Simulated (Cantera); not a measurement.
Charge: 1 mol V2O5, 0.47 mol H2, equilibrated at 75.0 Torr.

These are equilibrium values from Cantera (NASA tables, ideal gas, pure condensed phases), not measurements of a reactor. Candidate condensed phases: H2O, V, VO, V2O3, V2O4, V2O5; 12 gas species. Condensed phases not in the tables: the oxides between V2O3 and V2O5 other than VO2. Kinetics and transport are ignored. All values below are at 1302 °C.

Base state: H2O 0.639, O2 0.360, OH 0.000750, O 2.03e-5, H2 1.66e-5 (mole fractions); condensed: V2O4(s).

Task: What changes in the equilibrium state with this change: H2 from 0.47 to 320 mol?

Result: 
| species | before | after |
|---|---|---|
| H2 | 1.66e-5 | 0.994 |
| H2O | 0.639 | 0.00625 |
| H | 5.35e-7 | 0.000131 |
| O2 | 0.360 | <1e-9 |
| OH | 0.000750 | 2.99e-8 |
| O | 2.03e-5 | <1e-9 |
| V2O4(s), mol | 1.000 | 0 |
| V2O3(s), mol | 0 | 1.000 |
